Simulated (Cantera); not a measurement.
Input: 1 mol BN, 0.59 mol H₂O, 1.3 mol N₂, held at 43000 Pa.

Method: chemical equilibrium by Gibbs-energy minimisation in Cantera with the NASA 1993 tables (ideal gas, pure condensed phases). Candidate condensed phases: B, BN, B₂O₃, B₃O₃H₃, H₂O; 39 gas species. Mutual solubility and eutectic melting of coexisting phases are not modelled. Gases not in the tables: H₃BO₃. Equilibrium is a limit: real reactors are often held back by kinetics, nucleation or transport.

x: gas mole fraction; n: condensed amount in mol.

| T (K) | x N₂ | x H₂ | x B₂O₃ | x HBO₂ | x HBO | n BN(s) | n B₂O₃(l) |
|---|---|---|---|---|---|---|---|
| 1198 | 0.717 | 0.281 | 2.00e-8 | 5.07e-5 | 4.37e-7 | 0.609 | 0.195 |
| 1298 | 0.717 | 0.281 | [?] | [?] | [?] | 0.609 | 0.195 |
| 1398 | 0.717 | 0.281 | 5.33e-6 | 0.000549 | 2.76e-5 | 0.609 | 0.195 |
| 1498 | 0.716 | 0.280 | 4.84e-5 | 0.00140 | 0.000143 | 0.610 | 0.193 |
| 1598 | 0.715 | 0.279 | [?] | [?] | [?] | 0.610 | 0.190 |
| 1698 | 0.713 | 0.276 | 0.00176 | 0.00627 | 0.00209 | 0.611 | 0.182 |
| 1798 | 0.704 | 0.268 | 0.00775 | 0.0115 | 0.00629 | 0.611 | 0.158 |
| 1898 | 0.681 | 0.249 | 0.0289 | 0.0190 | 0.0164 | 0.605 | 0.0868 |

Q: Some entries are withheld; supply them.

A: 
- 1598, x B₂O₃: 0.000329
- 1598, x HBO₂: 0.00312
- 1598, x HBO: 0.000598
- 1298, x B₂O₃: 4.10e-7
- 1298, x HBO₂: 0.000184
- 1298, x HBO: 4.09e-6
